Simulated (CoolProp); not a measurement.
Aqueous methanol as a coolant, 11 % by mass, freezing at -7.3 °C, 1 atm.

Values from CoolProp's Melinder's fits for secondary coolants.

```json
[
 {"T (°C)": "-2.5", "conductivity (W/(m K))": "0.501", "viscosity (mPa s)": "2.89", "cp (kJ/(kg K))": "4.231", "Prandtl number": "24.4"},
 {"T (°C)": "2.1", "conductivity (W/(m K))": "0.508", "viscosity (mPa s)": "2.41", "cp (kJ/(kg K))": "4.224", "Prandtl number": "20.0"},
 {"T (°C)": "6.7", "conductivity (W/(m K))": "0.514", "viscosity (mPa s)": "2.04", "cp (kJ/(kg K))": "4.216", "Prandtl number": "16.7"},
 {"T (°C)": "11.3", "conductivity (W/(m K))": "0.521", "viscosity (mPa s)": "1.74", "cp (kJ/(kg K))": "4.208", "Prandtl number": "14.1"},
 {"T (°C)": "15.9", "conductivity (W/(m K))": "[?]", "viscosity (mPa s)": "1.51", "cp (kJ/(kg K))": "4.200", "Prandtl number": "12.0"},
 {"T (°C)": "20.5", "conductivity (W/(m K))": "0.533", "viscosity (mPa s)": "[?]", "cp (kJ/(kg K))": "4.191", "Prandtl number": "10.4"},
 {"T (°C)": "25", "conductivity (W/(m K))": "0.539", "viscosity (mPa s)": "1.17", "cp (kJ/(kg K))": "4.182", "Prandtl number": "9.06"},
 {"T (°C)": "29.6", "conductivity (W/(m K))": "0.545", "viscosity (mPa s)": "1.04", "cp (kJ/(kg K))": "4.173", "Prandtl number": "7.96"},
 {"T (°C)": "34.2", "conductivity (W/(m K))": "0.551", "viscosity (mPa s)": "0.932", "cp (kJ/(kg K))": "4.165", "Prandtl number": "[?]"},
 {"T (°C)": "38.8", "conductivity (W/(m K))": "0.557", "viscosity (mPa s)": "0.840", "cp (kJ/(kg K))": "4.156", "Prandtl number": "6.27"}
]
```

Task: What belongs in the gaps?

Result: 
- 15.9, conductivity (W/(m K)): 0.527
- 20.5, viscosity (mPa s): 1.32
- 34.2, Prandtl number: 7.04
